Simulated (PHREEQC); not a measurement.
# Phosphoric acid bath: speciation

Consider water at 25 °C with 0.0077 mol/kgw NaH2PO4 and 0.053 mol/kgw HF. Closed to the air; pH follows from the charge balance.

Computed with PHREEQC (ion-association model, phreeqc.dat).

```yaml
pH: 2.33
ionic_strength: 0.0129 mol/kgw
total_alkalinity: -53.0 meq/kg
```

```json
[
 {"species": "HF", "molality": "0.0437", "activity": "0.0438", "log γ": "0.001"},
 {"species": "Na+", "molality": "0.00768", "activity": "0.00685", "log γ": "-0.049"},
 {"species": "F-", "molality": "0.00697", "activity": "0.00619", "log γ": "-0.051"},
 {"species": "H+", "molality": "0.00521", "activity": "0.00472", "log γ": "-0.043"},
 {"species": "H2PO4-", "molality": "0.00475", "activity": "0.00425", "log γ": "-0.048"},
 {"species": "H3PO4", "molality": "0.00295", "activity": "0.00296", "log γ": "0.001"},
 {"species": "HF2-", "molality": "0.00117", "activity": "0.00104", "log γ": "-0.050"},
 {"species": "NaF", "molality": "2.43e-5", "activity": "2.44e-5", "log γ": "0.001"},
 {"species": "HPO4-2", "molality": "8.78e-8", "activity": "5.60e-8", "log γ": "-0.195"}
]
```

This is a speciation only: nothing precipitates in the calculation. Species that the database lacks are ignored.
